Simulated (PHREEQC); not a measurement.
Model water analysis in mg/kgw, 40 °C, pH 1.93, pe 11.9: Na 81.3; K 54.8; Ca 24.3; Mg 10.5; Cl 75.7; S(6) as SO4 1370; Li 0.0842; Si as SiO2 5.06; Cu(2) 0.0515.

Valence states are taken as typed.

All values are PHREEQC results (ion-association model, phreeqc.dat), not measurements.

Task: The ionic strength comes out as 0.0289 mol/kgw. What activity coefficients do Cl-, SO4-2, NaSO4-, Li+, Na+ get?

Result: Cl- 0.85, SO4-2 0.53, NaSO4- 0.86, Li+ 0.86, Na+ 0.85.

No solid was allowed to form. Species that the database lacks are ignored. Constants without temperature data keep their 25 °C values here.
